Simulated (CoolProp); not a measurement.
Fluorine at several states: fugacity coefficient from the reference equation and from simpler models built on Tc = -128.7 °C, pc = 5.240 MPa, ω = 0.045; each cubic takes its own stable root.

Computed with CoolProp (reference Helmholtz-energy equation of state, de Reuck 1990).

```tsv
T (°C)	p (MPa)	phase	reference	van der Waals	Redlich-Kwong	Soave-Redlich-Kwong	Peng-Robinson
-199.45	0.0518	liquid	0.4232	0.9864	0.3005	0.4291	0.4593
-182.75	1.03	liquid	0.1712	0.5191	0.1587	0.1744	0.1767
-129.75	0.309	gas	0.9804	0.9822	0.9796	0.9796	0.9773
-174.15	0.0105	gas	0.9978	0.9986	0.9981	0.9981	0.9980
```

At some of these states van der Waals gives the other phase, because its saturation line lies elsewhere.
